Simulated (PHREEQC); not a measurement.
PHREEQC input (ion-association model, wateq4f.dat):

```
SOLUTION_SPECIES
  2 NO3- + 12 H+ + 10 e- = N2 + 6 H2O  # shut off: nitrate stays nitrate
    -log_k -100
    -delta_h 0
    -analytic -100
SOLUTION 1
  temp 25
  units mol/kgw
  pH 7 charge
  Cl 0.012
  K 0.012
END
SELECTED_OUTPUT 1
  -reset false
  -pH true
  -pe true
  -ionic_strength true
  -water true
  -totals Cd Cl K N Zn N(5) N(3) N(0) N(-3)
  -molalities H+ Cd+2 Cl- K+ NO3- Zn+2 NH3 O2 NH4+ OH-
    ZnCl+ ZnCl2 ZnCl3- ZnCl4-2 ZnOH+ Zn(OH)2 Zn(OH)3- Zn(OH)4-2 ZnOHCl CdCl+
    CdCl2 CdCl3- CdOH+ Cd(OH)2 Cd(OH)3- Cd(OH)4-2 Cd2OH+3 CdOHCl CdNO3+ NO2-
  -equilibrium_phases Zn(OH)2-e Zn5(OH)8Cl2 Cd(OH)2 CdOHCl
PRINT
  -reset false
USE solution 1
REACTION 1
  Cd(NO3)2 1
  0 0.00208 0.00417 0.00625 0.00833 0.0104 0.0125 0.0146 0.0167 0.0187 0.0208 0.0229 0.025 moles
EQUILIBRIUM_PHASES 1
  Zn(OH)2-e 0 0.1
  Zn5(OH)8Cl2 0 0
  Cd(OH)2 0 0
  CdOHCl 0 0
  O2(g) -0.68 10
END
```

Selected output (columns that matter, 13 of 13 rows; Cd(NO3)2 added (mol) added in front):

```
Cd(NO3)2 added (mol)	pH	mu	Cd	N	Zn	m_H+	m_Cd+2	m_Cl-	m_NO3-	m_Zn+2	m_OH-	m_ZnOH+	Zn(OH)2-e	Cd(OH)2
0	8.6794	0.012007	0	0	7.1828e-06	2.3057e-09	0	0.012	0	2.1153e-06	5.3621e-06	8.1152e-07	0.099993	0
0.00208	8.1629	0.016526	0.00208	0.00416	3.203e-05	7.6664e-09	0.0012192	0.011128	0.0041524	2.4202e-05	1.6607e-06	2.7094e-06	0.099968	0
0.00417	8.0791	0.021324	0.00417	0.00834	4.6174e-05	9.3967e-09	0.0025723	0.010401	0.0083098	3.7476e-05	1.39e-06	3.3338e-06	0.099954	0
0.00625	8.0355	0.026287	0.00625	0.0125	5.7109e-05	1.0482e-08	0.0040111	0.0097907	0.012433	4.7904e-05	1.2744e-06	3.7324e-06	0.099943	0
0.00833	8.0075	0.031395	0.00833	0.01666	6.625e-05	1.1267e-08	0.0055209	0.0092684	0.016543	5.6706e-05	1.2097e-06	4.0255e-06	0.099934	0
0.0104	7.9877	0.036591	0.0104	0.0208	7.4164e-05	1.1874e-08	0.0070782	0.008819	0.020621	6.4376e-05	1.1689e-06	4.2556e-06	0.099926	0
0.0125	7.9726	0.041952	0.0125	0.025	8.1332e-05	1.2374e-08	0.0087019	0.0084209	0.024746	7.1355e-05	1.1406e-06	4.4479e-06	0.099919	0
0.0146	7.9605	0.047384	0.0146	0.0292	8.7858e-05	1.2794e-08	0.01036	0.0080705	0.028859	7.7732e-05	1.1203e-06	4.6115e-06	0.099912	0
0.0167	7.9507	0.052872	0.0167	0.0334	9.3896e-05	1.3156e-08	0.012046	0.0077595	0.032962	8.3648e-05	1.1051e-06	4.7543e-06	0.099906	0
0.0187	7.9381	0.058141	0.018697	0.0374	0.0001013	1.3606e-08	0.01367	0.0074947	0.03686	9.0874e-05	1.0821e-06	4.9282e-06	0.099899	2.9626e-06
0.0208	7.9181	0.063711	0.020788	0.0416	0.00011282	1.431e-08	0.015389	0.0072454	0.040944	0.00010208	1.0417e-06	5.1948e-06	0.099887	1.1865e-05
0.0229	7.9002	0.069309	0.022879	0.0458	0.00012438	1.4972e-08	0.017122	0.0070193	0.045018	0.00011335	1.0072e-06	5.4462e-06	0.099876	2.0971e-05
0.025	7.8841	0.074929	0.02497	0.05	0.000136	1.5596e-08	0.018865	0.0068129	0.049083	0.00012469	9.775e-07	5.6844e-06	0.099864	3.0227e-05
```

Complexes and solids missing from the database can't appear.
